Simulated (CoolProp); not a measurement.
Vapour-liquid equilibrium of ethane (1) + propane (2) at 279 K; x and y are mole fractions of (1).

Model: multi-fluid Helmholtz-energy mixture model, Bücker 2006 and Lemmon 2009; pair parameters Kunz 2012, in CoolProp.

Q: Give the bubble pressure and the first vapour's composition at x = 0.05, 0.725, 0.95. Is there an azeotrope?

A: x = 0.05: 6.538 bar, y = 0.160; x = 0.725: 20.05 bar, y = 0.886; x = 0.95: 25.94 bar, y = 0.981. No azeotrope shows between x = 0.05 and 0.95.

The pair parameters rest on a limited set of measurements; away from them the model extrapolates.
